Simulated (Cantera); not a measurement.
A perfectly stirred reactor is fed with H2 : O2 = 0.057 : 1 (molar parts), equivalence ratio 0.029, at 0.00610 bar; it is held at 1275 K, and followed from long to short residence time.

Model: the H2/O2 subset of GRI-Mech 3.0, which has no nitrogen chemistry, integrated in Cantera. Radical loss at walls, strong at low pressure, is not modelled. The temperature is held fixed by assumption; the heat of reaction is taken as removed at once.

Task: What does this change do: pressure from 0.00610 bar to 0.0190 bar?

Result: 
| quantity | before | after |
|---|---|---|
| x(H2) at τ = 0.410 s | 0.000566 | 0.000224 |
| x(O2) at τ = 0.410 s | 0.926 | 0.939 |
| x(H) at τ = 0.410 s | 0.00238 | 0.000357 |
| x(O) at τ = 0.410 s | 0.0161 | 0.00453 |
| x(H2O2) at τ = 0.410 s | 3.77e-8 | 8.47e-8 |
| x(H2) at τ = 15.0 ms | 0.00262 | 0.00140 |
| x(O2) at τ = 15.0 ms | 0.907 | 0.918 |
| x(H) at τ = 15.0 ms | 0.00825 | 0.00445 |
| x(O) at τ = 15.0 ms | 0.0324 | 0.0230 |
| x(H2O2) at τ = 15.0 ms | 5.05e-8 | 1.34e-7 |
